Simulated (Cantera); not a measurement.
Ignition delay

Mixture: CH4 : C2H6 : O2 : N2 = 1 : 0.093 : 2.11 : 7.95 (molar parts), equivalence ratio 1.1, at 760 Torr, adiabatic and at constant volume. Ignition delay is the time to a rise of 400 K.

Computed with Cantera and GRI-Mech 3.0 (53 species, 325 reactions).

```tsv
T0 (K)	delay (ms)
1100	21.6
1175	8.22
1250	3.47
1325	1.54
1400	0.706
1475	0.339
```

```
Item                                                    Result
--------------------------------------------------  ----------
apparent activation energy between 1325 and 1475 K  160 kJ/mol
```
